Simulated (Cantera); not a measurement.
Charge: 1 mol PbS, a varied amount of H2, 12 mol N2, equilibrated at 1975 K and 0.870 bar.

Equilibrium computed with Cantera from the NASA thermochemical tables; the gas is ideal and each condensed phase is pure. Candidate condensed phases: Pb, PbS, S; 18 gas species. The numbers say what is thermodynamically allowed, not how fast it happens.

**Question.** At 130 mol H2, list the 7 most abundant gas species with their mole fractions, and the condensed phases.

**Answer.** H2 0.902, N2 0.0838, Pb 0.00596, H2S 0.00513, H 0.00139, PbS 0.00102, SH 0.000619. Condensed: gas only.
